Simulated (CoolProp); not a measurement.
Vapour-liquid equilibrium of sulfur dioxide (1) + toluene (2) at 1.59 bar; x and y are mole fractions of (1).

The numbers come from the multi-fluid Helmholtz-energy mixture model, Gao 2016 and Lemmon 2006; pair parameters Bell 2016 in CoolProp.

| x | bubble temperature, mixture model (°C) | bubble temperature, Raoult's law (°C) | y, mixture model | y, Raoult's law |
|---|---|---|---|---|
| 0.05 | 99.2 | 88.7 | 0.555 | 0.689 |
| 0.15 | 63.2 | 55.3 | 0.883 | 0.918 |
| 0.25 | 43.0 | 39.1 | 0.956 | 0.964 |
| 0.35 | 30.3 | 28.9 | 0.979 | 0.981 |
| 0.45 | 21.7 | 21.6 | 0.989 | 0.989 |
| 0.55 | 15.6 | 16.0 | 0.993 | 0.993 |
| 0.65 | 11.1 | 11.5 | 0.996 | 0.996 |
| 0.75 | 7.5 | 7.8 | 0.998 | 0.998 |
| 0.85 | 4.5 | 4.6 | 0.999 | 0.999 |
| 0.95 | 1.8 | 1.8 | 1.000 | 1.000 |

The largest gap from Raoult's law is +10.5 K in bubble temperature, at x = 0.05. No azeotrope shows between x = 0.05 and 0.95.

Pair parameters are fitted to limited data, so mixtures are less certain than the pure fluids. The gap from Raoult's law changes sign with composition, which may be real or a fault of the pair parameters; it wasn't checked against measurements.
